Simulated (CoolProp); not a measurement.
Properties of nitrogen along the isotherm 129.3 K.

The numbers come from the reference Helmholtz-energy equation of state, Span 2000 in CoolProp.

| p (MPa) | phase | Z | isothermal compressibility (1/MPa) | expansivity (1/kK) | Prandtl number |
|---|---|---|---|---|---|
| 1.41 | gas | 0.8582 | 0.8409 | 12.28 | 0.918 |
| 2.83 | gas | (withheld) | 0.6168 | 28.14 | 1.38 |
| 4.24 | supercritical | 0.2679 | 0.3515 | 89.73 | (withheld) |
| 5.66 | supercritical | 0.2958 | 0.06476 | 25.53 | 2.21 |
| 7.07 | supercritical | 0.3453 | 0.03660 | 17.19 | 1.86 |
| 8.49 | supercritical | 0.3971 | 0.02572 | 13.56 | 1.70 |
| 9.9 | supercritical | 0.4485 | 0.01997 | 11.47 | 1.60 |
| 11.3 | supercritical | 0.4991 | 0.01640 | 10.09 | 1.54 |
| 12.7 | supercritical | 0.5493 | 0.01394 | 9.091 | 1.49 |
| 14.1 | supercritical | 0.5988 | 0.01214 | 8.325 | 1.45 |
| 15.6 | supercritical | 0.6513 | 0.01068 | 7.678 | 1.42 |
| 17 | supercritical | 0.6998 | 0.009614 | (withheld) | (withheld) |

Question: Complete the blanks.

Answer: 
- 2.83, Z: 0.6636
- 4.24, Prandtl number: 4.25
- 17, expansivity (1/kK): 7.187
- 17, Prandtl number: 1.40

Viscosity comes from a separate model (Lemmon 2004). Thermal conductivity comes from a separate model (Lemmon 2004).
